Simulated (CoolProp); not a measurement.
Vapour-liquid equilibrium of R143a (1) + R152A (2) at 8.21 bar; x and y are mole fractions of (1).

Computed with CoolProp (multi-fluid Helmholtz-energy mixture model, Lemmon and Jacobsen 2000 and Outcalt 1996; pair parameters Bell 2016).

Give the bubble temperature and the first vapour's composition at x = 0.05, 0.125, 0.35. Is there an azeotrope?

x = 0.05: 33.9 °C, y = 0.097; x = 0.125: 30.8 °C, y = 0.223; x = 0.35: 23.3 °C, y = 0.507. No azeotrope shows between x = 0.05 and 0.95.

Pair parameters are fitted to limited data, so mixtures are less certain than the pure fluids.
